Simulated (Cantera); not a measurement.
A Cantera script and its output.

```python
import numpy as np
import cantera as ct

gas = ct.Solution("gri30.yaml")
gas.TPX = 1148, 101325, {'N2O': 1, 'H2': 0.023, 'N2': 0.67, 'H2O': 0.0048}
reactor = ct.IdealGasConstPressureReactor(gas, energy="off", clone=False)
net = ct.ReactorNet([reactor])
net.rtol, net.atol = 1e-08, 1e-18
show = ['N2O', 'H2', 'O', 'NO2', 'O2']
times = np.geomspace(9e-06, 1, 13)

steps = ct.SolutionArray(gas, extra=["t"])
rows = []
print(f"{'t/s':>10s}{'T/K':>9s}{'P/Pa':>11s}" + "".join(f"{s:>11s}" for s in show))
for t in times:
    while net.time < t:
        t_next = net.step()
        steps.append(gas.state, t=t_next)
    rows.append([np.interp(t, steps.t, y) for y in (steps.T, steps.P, *steps(*show).X.T)])
    print(f"{t:10.3e}{rows[-1][0]:9.1f}{rows[-1][1]:11.4g}" + "".join(f"{x:11.3e}" for x in rows[-1][2:]))
rate = np.gradient(steps.T, steps.t)
print("integrator steps:", len(steps.t))
if steps.T.max() > steps.T[0] + 200:
    print(f"time of steepest temperature rise: {steps.t[rate.argmax()]:.4e} s")
gas.TPX = 1148, 101325, {'N2O': 1, 'H2': 0.023, 'N2': 0.67, 'H2O': 0.0048}
gas.equilibrate("TP")
print(f"equilibrium (TP): T = {gas.T:.1f} K  " + "  ".join(f"{s} {gas[s].X[0]:.3e}" for s in show))
```

Output:

```
       t/s      T/K       P/Pa        N2O         H2          O        NO2         O2
 9.000e-06   1148.0  1.013e+05  5.890e-01  1.355e-02  3.131e-07  1.428e-14  1.315e-07
 2.370e-05   1148.0  1.013e+05  5.890e-01  1.354e-02  4.111e-07  3.993e-13  5.583e-07
 6.240e-05   1148.0  1.013e+05  5.890e-01  1.353e-02  4.232e-07  1.815e-11  1.810e-06
 1.643e-04   1148.0  1.013e+05  5.889e-01  1.343e-02  4.250e-07  1.185e-09  5.168e-06
 4.327e-04   1148.0  1.013e+05  5.883e-01  1.289e-02  4.562e-07  4.129e-08  1.491e-05
 1.139e-03   1148.0  1.013e+05  5.859e-01  1.059e-02  5.589e-07  2.646e-07  4.844e-05
 3.000e-03   1148.0  1.013e+05  5.807e-01  5.742e-03  6.304e-07  1.200e-06  1.501e-04
 7.900e-03   1148.0  1.013e+05  5.757e-01  1.599e-03  7.167e-07  7.394e-06  4.340e-04
 2.080e-02   1148.0  1.013e+05  5.722e-01  1.977e-04  7.481e-07  3.779e-05  1.194e-03
 5.477e-02   1148.0  1.013e+05  5.663e-01  3.370e-06  7.250e-07  1.144e-04  3.186e-03
 1.442e-01   1148.0  1.013e+05  5.519e-01  1.319e-08  6.918e-07  1.970e-04  8.329e-03
 3.798e-01   1148.0  1.013e+05  5.165e-01  9.452e-09  6.564e-07  2.585e-04  2.105e-02
 1.000e+00   1148.0  1.013e+05  4.375e-01  7.636e-09  5.994e-07  3.082e-04  4.954e-02
integrator steps: 1794
equilibrium (TP): T = 1148.0 K  N2O 9.472e-09  H2 1.105e-10  O 3.751e-09  NO2 2.994e-06  O2 2.234e-01
```

Model: GRI-Mech 3.0 (53 species, 325 reactions), integrated in Cantera. GRI-Mech 3.0 was tuned for natural gas; its chemistry of N2O as a main component is partial and can be far from experiment. The mechanism lacks the step 2 NO + O2 → 2 NO2, which can matter for NO2 below about 1400 K. The temperature is held fixed by assumption; the heat of reaction is taken as removed at once.
